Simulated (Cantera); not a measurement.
A Cantera script and its output.

```python
import numpy as np
import cantera as ct

gas = ct.Solution("gri30.yaml")
gas.TPX = 1550, 1000000, {'CH4': 1, 'CO2': 3, 'H2': 1.3}
reactor = ct.IdealGasConstPressureReactor(gas, energy="off", clone=False)
net = ct.ReactorNet([reactor])
net.rtol, net.atol = 1e-08, 1e-18
show = ['CH4', 'CO2', 'H2', 'OH', 'HO2']
times = np.geomspace(8e-06, 10, 10)

steps = ct.SolutionArray(gas, extra=["t"])
rows = []
print(f"{'t/s':>10s}{'T/K':>9s}{'P/Pa':>11s}" + "".join(f"{s:>11s}" for s in show))
for t in times:
    while net.time < t:
        t_next = net.step()
        steps.append(gas.state, t=t_next)
    rows.append([np.interp(t, steps.t, y) for y in (steps.T, steps.P, *steps(*show).X.T)])
    print(f"{t:10.3e}{rows[-1][0]:9.1f}{rows[-1][1]:11.4g}" + "".join(f"{x:11.3e}" for x in rows[-1][2:]))
rate = np.gradient(steps.T, steps.t)
print("integrator steps:", len(steps.t))
if steps.T.max() > steps.T[0] + 200:
    print(f"time of steepest temperature rise: {steps.t[rate.argmax()]:.4e} s")
gas.TPX = 1550, 1000000, {'CH4': 1, 'CO2': 3, 'H2': 1.3}
gas.equilibrate("TP")
print(f"equilibrium (TP): T = {gas.T:.1f} K  " + "  ".join(f"{s} {gas[s].X[0]:.3e}" for s in show))
```

Output:

```
       t/s      T/K       P/Pa        CH4        CO2         H2         OH        HO2
 8.000e-06   1550.0      1e+06  1.887e-01  5.660e-01  2.453e-01  1.193e-08  3.014e-15
 3.806e-05   1550.0      1e+06  1.886e-01  5.659e-01  2.452e-01  2.899e-08  7.890e-15
 1.811e-04   1550.0      1e+06  1.883e-01  5.652e-01  2.446e-01  3.396e-08  8.882e-15
 8.618e-04   1550.0      1e+06  1.873e-01  5.611e-01  2.416e-01  3.939e-08  9.745e-15
 4.100e-03   1550.0      1e+06  1.824e-01  5.413e-01  2.281e-01  4.837e-08  1.029e-14
 1.951e-02   1550.0      1e+06  1.599e-01  4.612e-01  1.804e-01  8.699e-08  1.047e-14
 9.283e-02   1550.0      1e+06  8.863e-02  2.879e-01  1.181e-01  1.976e-07  9.501e-15
 4.417e-01   1550.0      1e+06  5.015e-02  2.053e-01  1.397e-01  2.243e-07  6.762e-15
 2.102e+00   1550.0      1e+06  4.115e-02  1.555e-01  1.909e-01  1.633e-07  3.192e-15
 1.000e+01   1550.0      1e+06  1.602e-02  1.156e-01  2.487e-01  1.247e-07  1.676e-15
integrator steps: 1256
equilibrium (TP): T = 1550.0 K  CH4 1.335e-05  CO2 1.001e-01  H2 2.782e-01  OH 1.111e-07  HO2 1.263e-15
```

Detailed kinetics in Cantera: GRI-Mech 3.0 (53 species, 325 reactions).
